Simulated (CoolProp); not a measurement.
Saturation properties of R143a.

Computed with CoolProp (reference Helmholtz-energy equation of state, Lemmon and Jacobsen 2000).

```tsv
T (K)	p (MPa)	liquid density (kg/m³)	enthalpy of vaporisation (kJ/kg)	vapour Z	liquid conductivity (mW/(m K))
182.6	0.007288	1279	254.3	0.9907	124
185.4	0.009028	1272	252.6	0.9893	123
188.2	0.01110	1265	250.9	0.9879	121
191	0.01355	1258	249.2	0.9863	120
193.8	0.01643	1251	247.5	0.9845	118
196.6	0.01980	1243	245.7	0.9826	117
199.4	0.02371	1236	244.0	0.9805	115
202.2	0.02823	1229	242.2	0.9782	114
205	0.03342	1222	240.5	0.9758	112
207.8	0.03936	1215	238.7	0.9731	111
210.5	0.04587	1208	237.0	0.9704	109
213.3	0.05350	1200	235.1	0.9673	108
216.1	0.06211	1193	233.3	0.9640	106
```

It boils at 225.9 K under 1 atm.

Thermal conductivity comes from a separate model (McLinden 2000), an estimate that may be off by 10 % or more.
